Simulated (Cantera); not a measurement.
A closed system holds: 1 mol MgO, 0.017 mol H2, equilibrated at 1525 °C and 13.0 Pa.

Cantera equilibrium calculation (NASA polynomials, part measured and part estimated; ideal gas, pure solids and liquids). Candidate condensed phases: H2O, Mg, MgO, Mg(OH)2; 15 gas species. Kinetics and transport are ignored.

Base state: H2 0.846, Mg 0.0629, H2O 0.0628, H 0.0284, OH 0.000139, MgOH 4.73e-5 (mole fractions); condensed: MgO(s).

### Question
What changes in the equilibrium state with this change: MgO replaced by AlN?

### Answer
```
species        before    after
-----------  --------  -------
Al                  0    0.422
H2              0.846    0.347
N2                  0    0.212
Mg             0.0629        0
H2O            0.0628        0
H              0.0284   0.0182
AlH                 0  0.00130
OH           0.000139        0
MgOH          4.73e-5        0
Al2                 0  2.27e-5
MgO(s), mol     0.999        0
AlN(s), mol         0    0.980
```
Further candidate phases: Al, AlN.
